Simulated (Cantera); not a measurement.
Charge: 1 mol CuO, 5.6 mol CO, equilibrated at 800 °C and 75.0 Torr.

Equilibrium computed with Cantera from the NASA thermochemical tables; the gas is ideal and each condensed phase is pure. Candidate condensed phases: C, Cu, CuO, Cu2O; 15 gas species. Rates play no part.

Base state: CO 0.821, CO2 0.179 (mole fractions); condensed: Cu(s).

**Question.** What changes in the equilibrium state with this change: temperature from 800 °C to 2250 °C?

**Answer.** 
| species | before | after |
|---|---|---|
| CO | 0.821 | 0.699 |
| Cu | 2.38e-9 | 0.151 |
| CO2 | 0.179 | 0.148 |
| O | <1e-9 | 0.00143 |
| O2 | <1e-9 | 0.000779 |
| Cu2 | <1e-9 | 0.000187 |
| CuO | <1e-9 | 9.45e-5 |
| Cu(s), mol | 1.00 | 0 |
